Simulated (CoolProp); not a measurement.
Vapour-liquid equilibrium of benzene (1) + n-octane (2) at 157.05 °C; x and y are mole fractions of (1).

Values from CoolProp's multi-fluid Helmholtz-energy mixture model, Thol 2012 and Beckmüller 2019; pair parameters Bell 2016.

### Question
Give the bubble pressure and the first vapour's composition at x = 0.15, 0.45, 0.55. Is there an azeotrope?

### Answer
x = 0.15: 3.002 bar, y = 0.341; x = 0.45: 4.450 bar, y = 0.690; x = 0.55: 4.889 bar, y = 0.761. No azeotrope shows between x = 0.05 and 0.95.

The pair parameters rest on a limited set of measurements; away from them the model extrapolates.
